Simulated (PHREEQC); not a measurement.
3.4 g of hydrous ferric oxide (600 m²/g; 0.2 weak and 0.005 strong sites per Fe, Dzombak-Morel constants, diffuse double layer) in 1 kg of water with 0.005 mol/kgw of an inert sodium salt and 0.00034 mol/kgw ZnCl2 and 0.00012 mol/kgw Na2SO4, at 25 °C; the pH is set by adding NaOH or the inert anion's acid. Oxygen alone is held at its pressure in air (log pO2 = -0.68). CO2 from the air is kept out. Precipitation was switched off in this run.

Base run: PHREEQC, ion-association model, wateq4f.dat. Each further column changes one thing. The table gives S sorbed (%).

```csv
pH,base,no electrostatic term (-no_edl),background salt from 0.005 to 0.0005 mol/kgw,oxide from 3.4 to 17 g/kgw,0.014 mol/kgw NiCl2 added
3,100.0,1.4,100.0,100.0,100.0
3.75,100.0,1.5,100.0,100.0,100.0
4.88,100.0,1.5,100.0,100.0,99.8
5.62,99.8,1.5,99.9,100.0,98.9
6.38,97.8,1.7,98.7,99.5,97.4
7.12,70.2,2.2,76.2,91.2,95.0
8.25,2.0,2.5,2.4,7.4,67.6
9,0.1,1.4,0.1,0.3,28.2
```

The oxide is taken as insoluble; below pH 4 it would dissolve. In at least one series the solution becomes supersaturated in solids that the run did not let form, among them Zn(OH)2-e, Zn4(OH)6SO4, Zn5(OH)8Cl2, Ni(OH)2, Ni4(OH)6SO4.
